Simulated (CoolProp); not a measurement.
Vapour-liquid equilibrium of n-heptane (1) + toluene (2) at 291.5 K; x and y are mole fractions of (1).

Values from CoolProp's multi-fluid Helmholtz-energy mixture model, Span 2003 and Lemmon 2006; pair parameters Bell 2016.

| x | bubble pressure (MPa) | y at the bubble point | dew pressure at overall composition x (MPa) | liquid density (mol/L) |
|---|---|---|---|---|
| 0.05 | 0.002882 | 0.119 | 0.002756 | 9.255 |
| 0.15 | 0.003220 | 0.285 | 0.002943 | 8.931 |
| 0.25 | 0.003474 | 0.401 | 0.003145 | 8.627 |
| 0.35 | 0.003673 | 0.493 | 0.003361 | 8.341 |
| 0.45 | 0.003833 | 0.573 | 0.003580 | 8.072 |
| 0.55 | 0.003967 | 0.646 | 0.003789 | 7.819 |
| 0.65 | 0.004079 | 0.719 | 0.003973 | 7.579 |
| 0.75 | 0.004172 | 0.793 | 0.004120 | 7.353 |
| 0.85 | 0.004248 | 0.872 | 0.004229 | 7.138 |
| 0.95 | 0.004308 | 0.956 | 0.004304 | 6.935 |

No azeotrope shows between x = 0.05 and 0.95.

Pair parameters are fitted to limited data, so mixtures are less certain than the pure fluids.
